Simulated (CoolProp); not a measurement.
c-C4F8 (RC318) along the isotherm 238.3 K: density (kg/m³) from the reference equation and from simpler models built on Tc = 388.4 K, pc = 27.78 bar, ω = 0.355; each cubic takes its own stable root.

Model: reference Helmholtz-energy equation of state, Platzer 1990, in CoolProp. This equation is an older, rougher fit; its heat capacities, sound speeds and derivatives of the liquid may be far off and weren't checked against measurements.

```
p (bar)   phase  reference
-------  ------  ---------
5.21     liquid       1715
10.4     liquid       1716
15.6     liquid       1718
20.8     liquid       1720
26       liquid       1721
31.2     liquid       1723
```

Problem. How far does each simpler model (van der Waals, Soave-Redlich-Kwong, Peng-Robinson) lie from the reference over these 6 states: mean and median of the absolute difference, and the worst?

Solution. 
- van der Waals: mean 38.0 %, median 38.0 %, worst -38.6 % at 238.3 K and 5.21 bar
- Soave-Redlich-Kwong: mean 5.5 %, median 5.5 %, worst -5.6 % at 238.3 K and 5.21 bar
- Peng-Robinson: mean 6.6 %, median 6.6 %, worst +6.6 % at 238.3 K and 31.2 bar
